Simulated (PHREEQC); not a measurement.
**Buffer: an equilibrium model**

Dissolve 0.0023 mol/kgw NaHSO4, 0.00027 mol/kgw KOH and 0.17 mol/kgw LiCl at 25 °C. Closed to the air; pH follows from the charge balance.

Equilibrium calculation in PHREEQC: Pitzer model, pitzer.dat.

```json
{
  "pH": "2.81",
  "ionic_strength": "0.177 mol/kgw",
  "activity_of_water": "0.994",
  "specific_conductance": "16400 µS/cm",
  "density": "1.002 g/cm³",
  "osmotic_coefficient": "0.938",
  "total_alkalinity": "-2.03 meq/kg"
}
```

```tsv
species	molality	activity	log γ
Cl-	0.170	0.123	-0.139
Li+	0.170	0.137	-0.095
Na+	0.00230	0.00179	-0.109
SO4-2	0.00218	0.000521	-0.622
H+	0.00191	0.00154	-0.093
K+	0.000270	0.000206	-0.119
HSO4-	0.000118	7.66e-5	-0.188
```

Precipitation was switched off in this run.
